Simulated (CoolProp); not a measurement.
A closed Brayton cycle with carbon dioxide: compressor inlet 306.15 K and 7.9 MPa, high pressure 21.4 MPa, turbine inlet 750 K, compressor efficiency 0.8, turbine efficiency 0.93, recuperator effectiveness 0 (on enthalpy, no pinch check). Each further row changes one setting.

The numbers come from the reference Helmholtz-energy equation of state, Span 1996 in CoolProp.

```json
[
 {"case": "as stated", "thermal efficiency (%)": "15.7", "net work (kJ/kg)": "95.5", "compressor to turbine work": "0.21", "compressor exit (K)": "339.0", "turbine exit (K)": "634.4"},
 {"case": "turbine inlet 700 K", "thermal efficiency (%)": "15.7", "net work (kJ/kg)": "85.9", "compressor to turbine work": "0.23", "compressor exit (K)": "339.0", "turbine exit (K)": "…"},
 {"case": "compressor inlet 316.15 K", "thermal efficiency (%)": "…", "net work (kJ/kg)": "72.1", "compressor to turbine work": "0.40", "compressor exit (K)": "…", "turbine exit (K)": "634.4"},
 {"case": "high pressure 18.2 MPa", "thermal efficiency (%)": "13.5", "net work (kJ/kg)": "…", "compressor to turbine work": "0.19", "compressor exit (K)": "333.0", "turbine exit (K)": "…"},
 {"case": "recuperator effectiveness 0.5", "thermal efficiency (%)": "22.1", "net work (kJ/kg)": "95.5", "compressor to turbine work": "0.21", "compressor exit (K)": "339.0", "turbine exit (K)": "634.4"}
]
```

**Question.** Fill in the missing entries.

**Answer.** 
- turbine inlet 700 K, turbine exit (K): 588.8
- compressor inlet 316.15 K, thermal efficiency (%): 15.1
- compressor inlet 316.15 K, compressor exit (K): 395.6
- high pressure 18.2 MPa, net work (kJ/kg): 83.0
- high pressure 18.2 MPa, turbine exit (K): 652.7
